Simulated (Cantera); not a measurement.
TiO2 + H2 (hydrogen reduction and annealing atmospheres)

Charge: 1 mol TiO2, 0.35 mol H2, at 1725 °C and 10.0 mbar.

These are equilibrium values from Cantera (NASA tables, ideal gas, pure condensed phases), not measurements of a reactor. Candidate condensed phases: H2O, Ti, TiO, TiO2, Ti2O3, Ti3O5, Ti4O7; 12 gas species. Mutual solubility and eutectic melting of coexisting phases are not modelled. Condensed phases not in the tables: Magnéli phases beyond Ti4O7. Equilibrium is a limit: real reactors are often held back by kinetics, nucleation or transport.

* **x(H2)**: 0.717
* **x(H2O)**: 0.269
* **x(H)**: 0.0136
* **x(OH)**: 0.000507
* **x(TiO2)**: 2.08e-5
* **x(O)**: 7.03e-6
* **x(O2)**: 1.14e-6
* **n(TiO2(rutile))**: 0.620 mol
* **n(Ti4O7(l))**: 0.0950 mol
* **gas amount**: 0.3525 mol
* **log10 activity of Ti3O5(s) (absent)**: -0.22
* **log10 activity of Ti2O3(s) (absent)**: -0.83
* **log10 activity of Ti(l) (absent)**: -7.37
